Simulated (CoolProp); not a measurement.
Model: reference Helmholtz-energy equation of state, de Reuck 1990, in CoolProp.

**Question.** Give the vapour pressure (kPa), liquid density (kg/m³), vapour density (kg/m³), enthalpy of vaporisation (kJ/kg) of saturated fluorine at 112.2, 127.8 K.

**Answer.** 
```
T (K)  p (kPa)  liquid density (kg/m³)  vapour density (kg/m³)  enthalpy of vaporisation (kJ/kg)
-----  -------  ----------------------  ----------------------  --------------------------------
112.2     1030                    1290                    49.9                               141
127.8     2470                    1120                     126                               110
```
